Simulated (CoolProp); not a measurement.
Vapour-liquid equilibrium of CHF3 (R23) (1) + C2F6 (R116) (2) at 46.6 kPa; x and y are mole fractions of (1).

Values from CoolProp's multi-fluid Helmholtz-energy mixture model, Penoncello 2003 and Lemmon 2006; pair parameters Bell 2016.

| x | bubble temperature (K) | y at the bubble point | dew temperature at overall composition x (K) | liquid density (mol/L) |
|---|---|---|---|---|
| 0.05 | 178.2 | 0.239 | 181.0 | 12.40 |
| 0.2 | 174.1 | 0.479 | 178.8 | 13.37 |
| 0.35 | 173.2 | … | 176.3 | 14.40 |
| 0.5 | 173.1 | 0.553 | 173.7 | 15.59 |
| 0.65 | 173.1 | 0.565 | 174.0 | 17.02 |
| 0.8 | … | 0.608 | 176.1 | 18.72 |
| 0.95 | 176.2 | 0.807 | … | 20.66 |

Question: What belongs in the gaps?

Answer: 
- 0.35, y at the bubble point: 0.536
- 0.8, bubble temperature (K): 173.5
- 0.95, dew temperature at overall composition x (K): 178.1

y crosses x between x = 0.5 and 0.65: the model has an azeotrope there.

Pair parameters are fitted to limited data, so mixtures are less certain than the pure fluids.
